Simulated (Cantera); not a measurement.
An adiabatic, constant-volume homogeneous reactor starts with 18.1 % CH₄, 17.2 % O₂, 64.7 % N₂, equivalence ratio 2.1, at 1448 K and 0.316 atm.

Cantera simulation using GRI-Mech 3.0 (53 species, 325 reactions); the numbers are that mechanism's predictions, not measurements.

**Question.** Predict: time of steepest temperature rise; temperature at 0.900 s; equilibrium temperature; x(O₂) at 0.900 s; x(H₂O) at 0.900 s; x(NO) at 0.900 s; x(CH₂O) at 0.900 s.

**Answer.** 
* **time of steepest temperature rise**: 6.20 ms
* **temperature at 0.900 s**: 2617 K
* **equilibrium temperature**: 2617 K
* **x(O₂) at 0.900 s**: 7.15e-5 (gas-phase equilibrium 7.15e-5)
* **x(H₂O) at 0.900 s**: 0.117 (gas-phase equilibrium 0.117)
* **x(NO) at 0.900 s**: 0.000428 (gas-phase equilibrium 0.000428)
* **x(CH₂O) at 0.900 s**: 6.48e-9 (gas-phase equilibrium 6.48e-9)
